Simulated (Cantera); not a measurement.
A Cantera script and its output.

```python
import numpy as np
import cantera as ct

gas = ct.Solution("gri30.yaml")


def delay(T, t_max=10):
    gas.TPX = T, 1000000, {'H2': 1, 'O2': 0.725, 'N2': 4.7}
    reactor = ct.IdealGasConstPressureReactor(gas, clone=False)
    net = ct.ReactorNet([reactor])
    net.rtol, net.atol = 1e-8, 1e-16
    while net.time < t_max:
        t_old, T_old = net.time, reactor.T
        net.step()
        if reactor.T > T + 400:  # ignition: a rise of 400 K
            return t_old + (T + 400 - T_old) / (reactor.T - T_old) * (net.time - t_old)
    return np.nan


taus = []
for T in [1298, 1398, 1498, 1598, 1698, 1798, 1898, 1998, 2098, 2198]:
    taus.append(delay(T))
    print(f"T0 = {T:6g} K   tau = {taus[-1]:.4e} s")
```

Result:

```
T0 =   1298 K   tau = 7.5220e-06 s
T0 =   1398 K   tau = 3.6311e-06 s
T0 =   1498 K   tau = 2.3660e-06 s
T0 =   1598 K   tau = 1.7656e-06 s
T0 =   1698 K   tau = 1.4431e-06 s
T0 =   1798 K   tau = 1.2671e-06 s
T0 =   1898 K   tau = 1.1800e-06 s
T0 =   1998 K   tau = 1.1529e-06 s
T0 =   2098 K   tau = 1.1703e-06 s
T0 =   2198 K   tau = 1.2233e-06 s
```

Computed with Cantera and GRI-Mech 3.0 (53 species, 325 reactions). The hydrogen kinetics of GRI-Mech 3.0 are dated; newer H2 mechanisms differ, most at raised pressure. Where the delays flatten at high temperature, the 400 K rule measures the pace of heat release, not the induction time.
